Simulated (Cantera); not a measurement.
A freely propagating, adiabatic, planar premixed flame of H2 : O2 : N2 = 1 : 0.5 : 1.88 (molar parts), equivalence ratio 1.0, unburnt at 650 K and 100.0 Torr; mixture-averaged transport, grid criteria slope 0.08 and curve 0.16, no radiation.

Detailed kinetics in Cantera: the H2/O2 subset of GRI-Mech 3.0, which has no nitrogen chemistry. Burning velocities carry a grid error of a few per cent, more on coarse grids.

### Question
How do the results move with these cheaper or finer settings: unity-Lewis-number transport; multicomponent transport; multicomponent+Soret transport; grid criteria slope 0.5, curve 1; grid criteria slope 0.25, curve 0.5; grid criteria slope 0.03, curve 0.06?

### Answer
```
setting                               laminar burning velocity  thermal thickness  peak x(H)  peak x(OH)  grid points
------------------------------------  ------------------------  -----------------  ---------  ----------  -----------
as above                                              708 cm/s            6.92 mm     0.0952      0.0203          135
unity-Lewis-number transport                          446 cm/s            4.97 mm     0.0988      0.0200          132
multicomponent transport                              695 cm/s            6.87 mm     0.0948      0.0203          135
multicomponent+Soret transport                        671 cm/s            6.81 mm     0.0932      0.0202          135
grid criteria slope 0.5, curve 1                     1040 cm/s            12.6 mm     0.0953      0.0202           42
grid criteria slope 0.25, curve 0.5                   834 cm/s            8.77 mm     0.0962      0.0201           65
grid criteria slope 0.03, curve 0.06                  678 cm/s            6.55 mm     0.0946      0.0201          268
```
Unity Lewis numbers drop preferential diffusion, which matters most where H2 and H carry the flame; Soret adds thermal diffusion.
